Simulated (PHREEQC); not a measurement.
# Nickel, zinc or cadmium bath

Consider water at 25 °C with 7.1 mmol/kgw ZnSO4, 5.9 mmol/kgw H3BO3 and 11 mmol/kgw FeSO4. Closed to the air; pH follows from the charge balance.

Computed with PHREEQC (ion-association model, wateq4f.dat).

No solid was allowed to form.

### Question
Predict the pH, ionic strength.

### Answer
pH 5.67; ionic strength 0.0470 mol/kgw.

### Question
In which forms is Zn present?

### Answer
Zn+2 60 %, ZnSO4 37 %, Zn(SO4)2-2 3.5 % of the Zn.
